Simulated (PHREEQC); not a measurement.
A solution holds 0.21 mol NH4Cl, 0.00046 mol KOH and 0.0012 mol LiCl per kg of water, at 19 °C. It is in equilibrium with CO2 at log p = -1 (atm). Otherwise closed; pH follows from the charge balance.

All values are PHREEQC results (ion-association model, phreeqc.dat), not measurements.

```json
{
  "pH": "5.32",
  "ionic_strength": "0.212 mol/kgw",
  "activity_of_water": "0.993",
  "specific_conductance": "21700 µS/cm",
  "density": "1.002 g/cm³",
  "total_alkalinity": "0.460 meq/kg"
}
```

| species | molality | activity | log γ |
|---|---|---|---|
| Cl- | 0.211 | 0.151 | -0.147 |
| NH4+ | 0.210 | 0.142 | -0.169 |
| CO2 | 0.00384 | 0.00403 | 0.021 |
| Li+ | 0.00120 | 0.000906 | -0.122 |
| K+ | 0.000460 | 0.000327 | -0.149 |
| HCO3- | 0.000456 | 0.000339 | -0.128 |
| NH3 | 1.04e-5 | 1.09e-5 | 0.021 |
| H+ | 6.05e-6 | 4.82e-6 | -0.099 |
| (CO2)2 | 2.31e-7 | 2.43e-7 | 0.021 |
| CO3-2 | 9.42e-9 | 2.90e-9 | -0.512 |
| OH- | 1.85e-9 | 1.30e-9 | -0.152 |

This is a speciation only: nothing precipitates in the calculation.
